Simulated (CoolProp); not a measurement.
R507A along the isotherm 59.05 °C: density (kg/m³) from the reference equation and from simpler models built on Tc = 70.6 °C, pc = 3.705 MPa, ω = 0.286; each cubic takes its own stable root.

The numbers come from the reference Helmholtz-energy equation of state, Lemmon 2003 in CoolProp. It is a pseudo-pure fit of the blend.

```csv
p (MPa),phase,reference,van der Waals,Soave-Redlich-Kwong,Peng-Robinson
1.16,gas,48.32,…,47.80,48.47
4.63,liquid,894.2,559.9,724.4,810.7
5.79,liquid,923.0,592.1,761.8,852.2
6.95,liquid,945.5,615.1,790.8,884.5
8.1,liquid,…,633.1,814.6,910.9
9.26,liquid,…,648.2,835.2,933.7
```

Q: Fill in the missing entries.

A: 
- 1.16, van der Waals: 46.72
- 8.1, reference: 963.9
- 9.26, reference: 979.9
